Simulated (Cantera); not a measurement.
Input (Python, Cantera):

```python
import numpy as np
import cantera as ct

surf = ct.Interface("ptcombust.yaml", "Pt_surf")
gas = surf.adjacent["gas"]
gas.TPX = 300, 15000, {'CH4': 0.013, 'O2': 0.11, 'N2': 0.79}
jet = ct.ImpingingJet(gas=gas, width=0.022, surface=surf)
jet.inlet.mdot, jet.inlet.T, jet.inlet.X = 0.081, 300, {'CH4': 0.013, 'O2': 0.11, 'N2': 0.79}
jet.set_refine_criteria(ratio=10, slope=0.2, curve=0.3)
show, cover = ['CH4', 'O2', 'H2O', 'OH', 'CO', 'CO2'], ["PT(S)", "H(S)", "O(S)", "OH(S)", "CO(S)", "C(S)"]

rows = []
print(f"{'Ts/K':>7s}" + "".join(f"{s:>11s}" for s in show + cover) + "   (gas at the wall, coverages)")
for i, Ts in enumerate([900, 950, 1000, 1050, 1100, 1150, 1200]):
    jet.surface.T = Ts
    if i == 0:
        surf.TP = Ts, 15000
        surf.coverages = "PT(S):0.5, O(S):0.5"
        surf.advance_coverages(1.0)
        jet.set_initial_guess(products="inlet")
    jet.solve(loglevel=0, auto=(i == 0))
    rows.append([*(jet.X[gas.species_index(s), -1] for s in show), *surf[cover].coverages])
    print(f"{Ts:7g}" + "".join(f"{x:11.3e}" for x in rows[-1]))
```

It prints:

```
   Ts/K        CH4         O2        H2O         OH         CO        CO2      PT(S)       H(S)       O(S)      OH(S)      CO(S)       C(S)   (gas at the wall, coverages)
    900  1.059e-02  1.127e-01  6.817e-03  1.433e-08  3.723e-06  4.442e-03  1.740e-01  4.165e-08  8.252e-01  8.080e-04  5.776e-06  2.055e-08
    950  8.503e-03  1.083e-01  1.068e-02  4.893e-08  4.111e-06  6.969e-03  2.363e-01  1.143e-07  7.628e-01  9.240e-04  4.717e-06  2.258e-08
   1000  6.626e-03  1.043e-01  1.414e-02  1.380e-07  4.315e-06  9.239e-03  3.019e-01  2.576e-07  6.972e-01  9.555e-04  3.544e-06  2.215e-08
   1050  5.152e-03  1.012e-01  1.683e-02  3.409e-07  4.434e-06  1.101e-02  3.683e-01  5.040e-07  6.307e-01  9.265e-04  2.575e-06  2.050e-08
   1100  4.069e-03  9.896e-02  1.880e-02  7.587e-07  4.572e-06  1.229e-02  4.339e-01  8.913e-07  5.652e-01  8.632e-04  1.871e-06  1.855e-08
   1150  3.288e-03  9.734e-02  2.019e-02  1.547e-06  4.782e-06  1.320e-02  4.971e-01  1.461e-06  5.021e-01  7.842e-04  1.382e-06  1.674e-08
   1200  2.719e-03  9.620e-02  2.117e-02  2.927e-06  5.095e-06  1.384e-02  5.576e-01  2.269e-06  4.417e-01  7.009e-04  1.048e-06  1.525e-08
```

Detailed kinetics in Cantera: Deutschmann's 1995 Pt surface mechanism with GRI-Mech 3.0 gas chemistry. Catalytic surfaces can have several steady states; this one follows from the mechanism file's or the stated starting coverage.
